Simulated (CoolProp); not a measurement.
The numbers come from the reference Helmholtz-energy equation of state, Lemmon 2006 in CoolProp. It is a short technical equation, of lower accuracy than the large ones.

Task: For n-nonane, give the phase and the Prandtl number at 590.3 K and 38.1 kPa; 462.7 K and 12 kPa.

Result: 
- 590.3 K and 38.1 kPa: gas; Prandtl number 0.749
- 462.7 K and 12 kPa: gas; Prandtl number 0.786

Viscosity comes from a separate model (Huber 2004). Thermal conductivity comes from a separate model (Huber 2005).
